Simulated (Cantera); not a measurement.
Input: 1 mol K2CO3, 0.03 mol O2, at 1673 K and 0.000180 bar.

Cantera equilibrium calculation (NASA polynomials, part measured and part estimated; ideal gas, pure solids and liquids). Rates play no part.

```tsv
species	before	after
K	0.565	0.566
CO2	0.280	0.283
O2	0.150	0.150
CO	0.00269	0.000177
O	0.000966	8.05e-5
KO	0.000566	0.000672
```
Gas species are given as mole fractions.

### Question
Name the change that produced these shifts.
A) temperature from 1673 K to 1473 K
B) temperature from 1673 K to 1973 K
C) pressure from 0.000180 bar to 0.00260 bar
D) temperature from 1673 K to 1223 K

### Answer
A, temperature from 1673 K to 1473 K
